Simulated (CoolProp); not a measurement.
R21 along the isobar 2.82 MPa: Z from the reference equation and from simpler models built on Tc = 452.7 K, pc = 5.289 MPa, ω = 0.206; each cubic takes its own stable root.

The numbers come from the reference Helmholtz-energy equation of state, Platzer 1990 in CoolProp. This equation is an older, rougher fit; its heat capacities, sound speeds and derivatives of the liquid may be far off and weren't checked against measurements.

```csv
T (K),phase,reference
388.2,liquid,0.08065
393.9,liquid,0.08113
399.5,liquid,0.08178
405.2,liquid,0.08267
410.8,liquid,0.08387
416.5,gas,0.6703
422.1,gas,0.6944
427.8,gas,0.7156
433.4,gas,0.7340
439.1,gas,0.7506
444.7,gas,0.7654
450.4,gas,0.7789
456,gas,0.7911
461.7,gas,0.8025
467.3,gas,0.8128
473,gas,0.8225
```

How far does each simpler model (van der Waals, Redlich-Kwong, Soave-Redlich-Kwong, Peng-Robinson) lie from the reference over these 16 states: mean and median of the absolute difference, and the worst?


- van der Waals: mean 201.3 %, median 7.6 %, worst +784.1 % at 410.8 K and 2.82 MPa
- Redlich-Kwong: mean 50.3 %, median 2.6 %, worst +717.5 % at 410.8 K and 2.82 MPa
- Soave-Redlich-Kwong: mean 4.8 %, median 1.7 %, worst +14.8 % at 410.8 K and 2.82 MPa
- Peng-Robinson: mean 1.3 %, median 1.5 %, worst -2.2 % at 388.2 K and 2.82 MPa

At some of these states van der Waals, Redlich-Kwong gives the other phase, because its saturation line lies elsewhere.
